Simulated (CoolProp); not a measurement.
A simple Rankine cycle with methanol: condensing at 313.15 K, boiler at 4.13 MPa, turbine inlet 514.5 K, turbine efficiency 0.75, pump efficiency 0.6, no recuperator. Each further row changes one setting.

The numbers come from the reference Helmholtz-energy equation of state, de Reuck 1993 in CoolProp.

```json
[
 {"case": "as stated", "thermal efficiency (%)": "21.5", "net work (kJ/kg)": "295", "heat in (kJ/kg)": "1370", "turbine exit temperature (K)": "313.2", "volume ratio over the turbine": "80.8"},
 {"case": "turbine inlet 534.5 K", "thermal efficiency (%)": "21.9", "net work (kJ/kg)": "315", "heat in (kJ/kg)": "1440", "turbine exit temperature (K)": "313.2", "volume ratio over the turbine": "77.2"},
 {"case": "condensing temperature 305.15 K", "thermal efficiency (%)": "22.5", "net work (kJ/kg)": "314", "heat in (kJ/kg)": "1390", "turbine exit temperature (K)": "305.1", "volume ratio over the turbine": "115"},
 {"case": "boiler pressure 2.89 MPa", "thermal efficiency (%)": "20.6", "net work (kJ/kg)": "293", "heat in (kJ/kg)": "1420", "turbine exit temperature (K)": "313.2", "volume ratio over the turbine": "54.3"},
 {"case": "turbine efficiency 0.65", "thermal efficiency (%)": "18.5", "net work (kJ/kg)": "255", "heat in (kJ/kg)": "1370", "turbine exit temperature (K)": "313.2", "volume ratio over the turbine": "83.9"}
]
```

The expansion ends wet for: as stated; turbine inlet 534.5 K; condensing temperature 305.15 K; boiler pressure 2.89 MPa; turbine efficiency 0.65.
